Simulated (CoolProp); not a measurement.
Values from CoolProp's reference Helmholtz-energy equation of state, Younglove 1994. It is a modified Benedict-Webb-Rubin equation, recast in Helmholtz form.

**Question.** Give the vapour pressure (MPa), liquid density (kg/m³), vapour density (kg/m³), enthalpy of vaporisation (kJ/kg) of saturated R123 at 380.7, 419.3 K.

**Answer.** 
| T (K) | p (MPa) | liquid density (kg/m³) | vapour density (kg/m³) | enthalpy of vaporisation (kJ/kg) |
|---|---|---|---|---|
| 380.7 | 0.926 | 1220 | 55.8 | 129 |
| 419.3 | 1.96 | 1060 | 130 | 98.0 |
